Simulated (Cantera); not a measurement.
An isothermal, constant-pressure homogeneous reactor starts with 4.53 % H₂, 7.96 % O₂, 87.5 % N₂, equivalence ratio 0.28, at 1225 K and 0.640 bar.

Detailed kinetics in Cantera: GRI-Mech 3.0 (53 species, 325 reactions). The temperature is held fixed by assumption; the heat of reaction is taken as removed at once.

One state of this run: x H₂ = 0.00238; x O₂ = 0.0580; x H = 0.00446; x NO₂ = 7.85e-10; x NO = 2.45e-6; x N₂O = 7.71e-8. x: mole fraction; the columns are a selection and need not sum to one.

Question: Which value of t (s) does it belong to?
(A) 0.00115
(B) 5.38
(C) 0.000280
(D) 22.0

Answer: C, 0.000280
